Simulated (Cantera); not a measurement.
Thermodynamics of abatement and gas-phase synthesis, feed HF + H2O + H2

Input: 1 mol HF, 4.8 mol H2O, 0.66 mol H2, held at 13.3 mbar.

Equilibrium computed with Cantera from the NASA thermochemical tables; the gas is ideal and each condensed phase is pure. Candidate condensed phases: H2O; 22 gas species. The numbers say what is thermodynamically allowed, not how fast it happens.

```
T (K)  log p H  log p O  log p H2  log p HF  log p OH  log p H2O  log p O2  log p F
-----  -------  -------  --------  --------  --------  ---------  --------  -------
3000     -2.21    -2.61     -2.82     -2.99     -3.01      -3.14     -3.33    -4.59
3050     -2.18    -2.57     -2.89     -3.01     -3.06      -3.31     -3.40    -4.47
3100     -2.15    -2.54     -2.96     -3.04     -3.13      -3.49     -3.47    -4.36
3150     -2.13    -2.51     -3.05     -3.06     -3.21      -3.69     -3.56    -4.24
3200     -2.12    -2.49     -3.13     -3.08     -3.29      -3.89     -3.65    -4.13
3250     -2.11    -2.48     -3.22     -3.11     -3.37      -4.09     -3.75    -4.02
3300     -2.10    -2.47     -3.32     -3.14     -3.46      -4.29     -3.85    -3.91
3350     -2.09    -2.46     -3.41     -3.17     -3.55      -4.50     -3.96    -3.81
3400     -2.08    -2.45     -3.50     -3.20     -3.64      -4.70     -4.06    -3.71
```
log p: log10 of the partial pressure in bar; nothing condenses.

From 3000 K to 3400 K nothing is condensed.
